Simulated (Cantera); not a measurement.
# Gas activation for diamond growth

A perfectly stirred reactor is fed with CH4 : H2 : CO2 = 0.032 : 2.1 : 0.0044 (molar parts), at 0.0132 atm; it is held at 2525 K, and followed from long to short residence time.

Detailed kinetics in Cantera: GRI-Mech 3.0 (53 species, 325 reactions). GRI-Mech 3.0 stops at C3 and has no aromatics, soot or wall deposition, so with more carbon than oxygen in the feed, carbon stays in small species such as C2H2 where larger ones or solid carbon would form. Radical loss at walls, strong at low pressure, is not modelled.

| τ (s) | x CH4 | x H2 | x CO2 | x OH | x CH3 |
|---|---|---|---|---|---|
| 0.77 | 1.47e-5 | 0.845 | 2.91e-7 | 5.82e-7 | 4.48e-5 |
| 0.29 | 6.65e-5 | 0.894 | 1.22e-6 | 2.17e-6 | 0.000127 |
| 0.11 | 0.000261 | 0.927 | 5.01e-6 | 6.24e-6 | 0.000314 |
| 0.041 | 0.000767 | 0.944 | 1.83e-5 | 1.09e-5 | 0.000650 |
| 0.016 | 0.00181 | 0.953 | 5.89e-5 | 1.21e-5 | 0.00117 |
| 0.0059 | 0.00399 | 0.959 | 0.000193 | 1.02e-5 | 0.00198 |
| 0.0022 | 0.00752 | 0.965 | 0.000568 | 6.75e-6 | 0.00271 |
x: mole fraction; the columns are a selection and need not sum to one.
